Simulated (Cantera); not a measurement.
## Low-pressure radical oxidation in H2/O2

An isothermal, constant-pressure homogeneous reactor starts with H2 : O2 = 0.0054 : 1 (molar parts), equivalence ratio 0.0027, at 1400 K and 0.0132 atm.

Detailed kinetics in Cantera: the H2/O2 subset of GRI-Mech 3.0, which has no nitrogen chemistry. Radical loss at walls, strong at low pressure, is not modelled.

```csv
t (s),x H2,x O2,x H2O2,x H2O,x O
0.000100,0.00537,0.995,1.20e-12,9.41e-10,1.06e-8
0.000446,0.00537,0.995,2.18e-11,2.99e-8,7.93e-8
0.00199,0.00537,0.995,3.01e-10,2.13e-6,2.27e-6
0.00888,0.000203,0.990,9.32e-9,0.00457,0.00442
0.0396,1.12e-5,0.990,4.95e-9,0.00496,0.00466
0.177,9.64e-6,0.990,4.67e-9,0.00500,0.00398
0.788,5.45e-6,0.992,3.66e-9,0.00511,0.00221
3.52,1.24e-6,0.994,1.60e-9,0.00526,0.000488
15.7,1.32e-7,0.995,3.05e-10,0.00535,5.14e-5
70.0,2.37e-8,0.995,7.51e-11,0.00537,9.20e-6
```
x: mole fraction; the columns are a selection and need not sum to one.

Equilibrium at this temperature and pressure: H2 2.12e-8, O2 0.995, H2O2 6.91e-11, H2O 0.00537, O 8.23e-6 (gas phase only).
